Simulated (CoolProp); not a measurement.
Tetrahydrofuran at 418.29 K and 1.74 MPa is throttled through a valve to 0.776 MPa with no heat exchange. Each further row changes one setting.

Values from CoolProp's reference Helmholtz-energy equation of state, Fiedler 2023.

```
case                       temperature change (K)                       final phase  final density (kg/m³)
-------------------------  ----------------------  --------------------------------  ---------------------
as stated                                    +0.1                            liquid                    735
outlet pressure 0.233 MPa                   -51.0  two-phase, vapour fraction 0.276                   20.6
outlet pressure 1.01 MPa                     +0.1                            liquid                    736
```
